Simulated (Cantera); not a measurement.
Input (Python, Cantera):

```python
import numpy as np
import cantera as ct

gas = ct.Solution("gri30.yaml")
gas.TPX = 1525, 20000, {'C3H8': 1, 'O2': 5.05, 'N2': 19}
reactor = ct.IdealGasReactor(gas, energy="on", clone=False)
net = ct.ReactorNet([reactor])
net.rtol, net.atol = 1e-08, 1e-16
show = ['C3H8', 'O2', 'HO2', 'H2', 'H2O', 'CH2CO']
times = np.geomspace(1e-06, 4, 10)

steps = ct.SolutionArray(gas, extra=["t"])
rows = []
print(f"{'t/s':>10s}{'T/K':>9s}{'P/Pa':>11s}" + "".join(f"{s:>11s}" for s in show))
for t in times:
    while net.time < t:
        t_next = net.step()
        steps.append(gas.state, t=t_next)
    rows.append([np.interp(t, steps.t, y) for y in (steps.T, steps.P, *steps(*show).X.T)])
    print(f"{t:10.3e}{rows[-1][0]:9.1f}{rows[-1][1]:11.4g}" + "".join(f"{x:11.3e}" for x in rows[-1][2:]))
rate = np.gradient(steps.T, steps.t)
print("integrator steps:", len(steps.t))
if steps.T.max() > steps.T[0] + 200:
    print(f"time of steepest temperature rise: {steps.t[rate.argmax()]:.4e} s")
gas.TPX = 1525, 20000, {'C3H8': 1, 'O2': 5.05, 'N2': 19}
gas.equilibrate("UV")
print(f"equilibrium (UV): T = {gas.T:.1f} K  " + "  ".join(f"{s} {gas[s].X[0]:.3e}" for s in show))
```

Output:

```
       t/s      T/K       P/Pa       C3H8         O2        HO2         H2        H2O      CH2CO
 1.000e-06   1524.4  1.999e+04  3.986e-02  2.016e-01  1.916e-06  1.082e-06  5.500e-08  7.546e-13
 5.415e-06   1521.6  1.996e+04  3.953e-02  2.015e-01  3.926e-05  5.406e-05  1.338e-05  1.076e-08
 2.932e-05   1508.3  1.986e+04  3.676e-02  2.000e-01  1.640e-04  8.327e-04  6.587e-04  7.732e-06
 1.587e-04   1698.7  2.359e+04  4.755e-03  1.586e-01  1.001e-03  2.207e-02  2.851e-02  3.288e-03
 8.595e-04   2749.5  4.035e+04  1.534e-45  3.213e-02  4.747e-06  2.022e-02  9.950e-02  9.129e-18
 4.654e-03   2787.2  4.074e+04  5.362e-45  2.830e-02  5.015e-06  1.990e-02  1.022e-01  1.333e-17
 2.520e-02   2786.3  4.072e+04  5.550e-45  2.792e-02  4.960e-06  1.994e-02  1.023e-01  1.342e-17
 1.364e-01   2786.3  4.072e+04  5.550e-45  2.792e-02  4.960e-06  1.994e-02  1.023e-01  1.342e-17
 7.388e-01   2786.3  4.072e+04  5.550e-45  2.792e-02  4.960e-06  1.994e-02  1.023e-01  1.342e-17
 4.000e+00   2786.3  4.072e+04  5.550e-45  2.792e-02  4.960e-06  1.994e-02  1.023e-01  1.342e-17
integrator steps: 1618
time of steepest temperature rise: 1.8182e-04 s
equilibrium (UV): T = 2786.3 K  C3H8 1.202e-44  O2 2.792e-02  HO2 4.960e-06  H2 1.994e-02  H2O 1.023e-01  CH2CO 1.455e-17
```

Detailed kinetics in Cantera: GRI-Mech 3.0 (53 species, 325 reactions). GRI-Mech 3.0 was tuned for natural gas; its chemistry of propane as a main component is partial and can be far from experiment.
